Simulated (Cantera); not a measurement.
What does this Cantera script print?

```python
import numpy as np
import cantera as ct

gas_names = """
    N2 VO2 N2O
""".split()
cond_names = """
    V2O5(s) V2O5(L)
""".split()


# ... load() reads the species with a 1 bar reference pressure and builds the phases ...
species = {s.name: s for s in load("nasa_gas.yaml", gas_names) + load("nasa_condensed.yaml", cond_names)}
# Each term lists the table entries of one substance; the one whose range holds T is used.
reactions = {
    'V2O5 + N2(g) = 2 VO2(g) + N2O(g)':
        [(-1, ['V2O5(s)', 'V2O5(L)']), (-1, ['N2']), (2, ['VO2']), (1, ['N2O'])],
}


def pick(names, T):
    return next(species[n] for n in names if species[n].thermo.min_temp <= T <= species[n].thermo.max_temp)


results = []
for label, terms in reactions.items():
    print(label)
    print("     T/K   dH/kJ  dS/(J/K)   dG/kJ   log10 K")
    for T in [698, 798, 898, 998, 1098, 1198, 1298]:
        used = [(nu, pick(names, T)) for nu, names in terms]
        dH = sum(nu * s.thermo.h(T) for nu, s in used) / 1e6
        dS = sum(nu * s.thermo.s(T) for nu, s in used) / 1e3
        dG = dH - T * dS / 1e3
        logK = -dG * 1e6 / (ct.gas_constant * T * np.log(10))
        results.append((label, T, dH, dS, dG, logK, [s.name for _, s in used]))
        print(f"{T:8g} {dH:8.1f} {dS:8.1f} {dG:8.1f} {logK:8.2f}")
```

It prints:

```
V2O5 + N2(g) = 2 VO2(g) + N2O(g)
     T/K   dH/kJ  dS/(J/K)   dG/kJ   log10 K
     698   1149.6    392.2    875.9   -65.54
     798   1145.0    386.0    836.9   -54.78
     898   1140.2    380.4    798.6   -46.45
     998   1070.3    306.3    764.6   -40.02
    1098   1064.7    300.9    734.3   -34.93
    1198   1059.2    296.1    704.4   -30.71
    1298   1053.7    291.8    675.0   -27.16
```

Cantera with NASA thermochemical tables; ideal gases at 1 bar, condensed phases pure. Condensed species are held in their standard states even where they would react or evaporate.
